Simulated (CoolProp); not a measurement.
Saturation properties of methane (Tc = 190.6 K, pc = 4.599 MPa, ω = 0.011).

Computed with CoolProp (reference Helmholtz-energy equation of state, Setzmann 1991).

| T (K) | p (MPa) | enthalpy of vaporisation (kJ/kg) | surface tension (mN/m) | vapour viscosity (µPa s) | liquid conductivity (mW/(m K)) |
|---|---|---|---|---|---|
| 100.4 | 0.03583 | 529.9 | 15.1 | 3.78 | 199 |
| 107.1 | 0.06838 | 518.9 | [?] | 4.06 | 190 |
| 113.9 | 0.1213 | 506.7 | 12.5 | 4.34 | 181 |
| 120.6 | 0.1997 | 493.4 | 11.2 | 4.61 | 171 |
| 127.4 | 0.3132 | 478.3 | 9.89 | 4.88 | 162 |
| 134.1 | 0.4663 | 461.6 | 8.64 | 5.16 | [?] |
| 140.9 | 0.6715 | 442.5 | 7.40 | 5.45 | 142 |
| 147.6 | 0.9314 | 421.0 | [?] | 5.77 | 133 |
| 154.4 | 1.262 | 396.0 | 5.03 | 6.13 | 123 |
| 161.1 | 1.663 | [?] | 3.92 | 6.55 | [?] |

Q: Some entries are withheld; supply them.

A: 
- 107.1, surface tension (mN/m): 13.8
- 134.1, liquid conductivity (mW/(m K)): 152
- 147.6, surface tension (mN/m): 6.20
- 161.1, enthalpy of vaporisation (kJ/kg): 367.2
- 161.1, liquid conductivity (mW/(m K)): 113

It boils at 111.7 K under 1 atm.

Viscosity comes from a separate model (Quiñones-Cisneros 2006). Thermal conductivity comes from a separate model (Friend 1989). Surface tension comes from a separate correlation (Mulero 2012).
